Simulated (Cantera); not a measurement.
Source: NASA polynomial tables (part measured, part estimated), evaluated in Cantera. Values are per mole of reaction as written; species without (g) are pure solids or liquids, kept so even where they would boil at 1 bar.

Problem. Between 573 and 873 K, where is each reaction favourable under standard conditions?
- 2 Fe(OH)3 + N2O(g) → Fe2O3 + 2 NH3(g) + 2 O2(g)

Solution. 
- 2 Fe(OH)3 + N2O(g) → Fe2O3 + 2 NH3(g) + 2 O2(g): ΔG° is 408 kJ at 573 K and 278 kJ at 873 K; it stays positive (K < 1). ΔH° is 651 kJ and ΔS° 427 J/K at 873 K.
